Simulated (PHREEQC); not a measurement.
PHREEQC input (ion-association model, phreeqc.dat):

```
SOLUTION_SPECIES
  CO3-2 + 10 H+ + 8 e- = CH4 + 3 H2O  # shut off: no methane
    -log_k -100
    -delta_h 0
    -analytic -100
SOLUTION 1
  temp 25
  units mol/kgw
  pH 7 charge
  Cl 0.015
  Na 0.015
END
SELECTED_OUTPUT 1
  -reset false
  -pH true
  -pe true
  -ionic_strength true
  -water true
  -totals C Cl Na C(-4) C(4) Sg
  -molalities H+ Na+ Cl- CO3-2 OH- HCO3- CO2 (CO2)2 NaOH NaCO3-
    NaHCO3
  -saturation_indices Halite
USER_PUNCH 1
  -headings p_CO2(g) phi_CO2(g) p_H2Sg(g) phi_H2Sg(g) p_H2O(g) phi_H2O(g) density
  10 PUNCH PR_P("CO2(g)"), PR_PHI("CO2(g)"), PR_P("H2Sg(g)"), PR_PHI("H2Sg(g)"), PR_P("H2O(g)"), PR_PHI("H2O(g)"), RHO
PRINT
  -reset false
USE solution 1
REACTION_TEMPERATURE 1
  10
GAS_PHASE 1
  -fixed_pressure
  -pressure 1
  -temperature 10
  -volume 20
  CO2(g) 0.47
  H2Sg(g) 0.53
  H2O(g) 0
END
# ... the last block is repeated for the other 7 points of T (°C)
```

Selected output (columns that matter, 8 of 8 rows; T (°C) added in front):

```
T (°C)	pH	mu	C	Cl	Na	Sg	si_Halite	p_CO2(g)	phi_CO2(g)	p_H2Sg(g)	phi_H2Sg(g)	p_H2O(g)	phi_H2O(g)	density
10	3.9303	0.015132	0.026021	0.015003	0.015003	0.06724	-5.3096	0.48689	0.9936	0.50071	0.99095	0.0124	0.98882	1.0006
20	3.9459	0.01513	0.018572	0.015005	0.015005	0.050061	-5.3196	0.47636	0.99424	0.50019	0.99174	0.023451	0.98964	0.99897
30	3.964	0.01513	0.013816	0.015009	0.015009	0.038717	-5.3292	0.46385	0.99481	0.4938	0.99245	0.042348	0.9903	0.99636
40	3.9851	0.015131	0.010568	0.015016	0.015016	0.030806	-5.3384	0.44661	0.99534	0.48004	0.99309	0.073349	0.99078	0.99289
50	4.0106	0.015136	0.0081926	0.015027	0.015027	0.024905	-5.3469	0.4214	0.99583	0.45627	0.99369	0.12234	0.99109	0.98869
60	4.0434	0.015148	0.006318	0.015047	0.015047	0.020108	-5.3548	0.38422	0.99634	0.41861	0.99428	0.19716	0.99122	0.98384
70	4.0888	0.015175	0.0047094	0.015084	0.015084	0.015765	-5.3615	0.33013	0.99693	0.3619	0.99494	0.30796	0.9912	0.97839
80	4.1586	0.015241	0.0032038	0.015163	0.015163	0.01134	-5.3658	0.25312	0.99773	0.27944	0.99578	0.46744	0.9911	0.97242
```

Constants without temperature data keep their 25 °C values here.
